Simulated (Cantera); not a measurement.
Input (Python, Cantera) and output of one run.

```python
import numpy as np
import cantera as ct

gas_names = """
    AL ALH ALN ALO ALOH ALO2 ALO2H AL2 AL2O AL2O2 H HALO HNO HNO2 HNO3 HO2 H2 H2O H2O2 N NH NH2 NH3
    NH2OH NO NO2 NO3 N2 N2H2 N2H4 N2O O OH O2 O3
""".split()
cond_names = """
    AL(cr) AL(L) ALN(s) AL2O3(a) AL2O3(L) H2O(s) H2O(L)
""".split()


# ... load() reads the species with a 1 bar reference pressure and builds the phases ...
atoms = {
    'AlN': {'AL': 1, 'N': 1},
    'H2O': {'H': 2, 'O': 1},
    'H2': {'H': 2},
}
top_T = {'ALN(s)': 2750}  # K; cautious upper limits of use, not melting points


# ... equilibrate(T, P, feed) seeds the gas with the atoms and calls Mixture.equilibrate('TP', solver="vcs", rtol=1e-11, max_steps=5000) ...
results = []
feed = {'AlN': 1, 'H2O': 3.4, 'H2': 0.56}  # mol
T = 925  # K
P = 28  # Pa
mix = equilibrate(T, P, feed)
results.append((T, P, feed, dict(zip(mix.species_names, mix.species_moles))))
x = sorted(zip(gas.X, gas.species_names), reverse=True)
print(f"T = {T:g} K  P = {P:g} Pa  gas = {mix.phase_moles(0):.4g} mol")
print("   x: " + "  ".join(f"{s} {v:.3e}" for v, s in x if v > 0.0001))
print("   condensed (mol): " + ("  ".join(f"{mix.phase(i).name} {mix.phase_moles(i):.4g}"
      for i in range(1, mix.n_phases) if mix.phase_moles(i) > 1e-12) or "none"))
```

Output:

```
T = 925 K  P = 28 Pa  gas = 4.46 mol
   x: H2 4.619e-01  H2O 4.260e-01  N2 1.121e-01
   condensed (mol): AL2O3(a) 0.5
```

These are equilibrium values from Cantera (NASA tables, ideal gas, pure condensed phases), not measurements of a reactor.
